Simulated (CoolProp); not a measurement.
The numbers come from the reference Helmholtz-energy equation of state, Lemmon 2006 in CoolProp. It is a short technical equation, of lower accuracy than the large ones.

Question: For CH3F (R41), give the phase and the cp (kJ/(kg K)), speed of sound (m/s) at -33.35 °C and 0.259 MPa; 132.75 °C and 0.0934 MPa.

Answer: 
- -33.35 °C and 0.259 MPa: gas; cp 1.18, speed of sound 269
- 132.75 °C and 0.0934 MPa: gas; cp 1.31, speed of sound 349
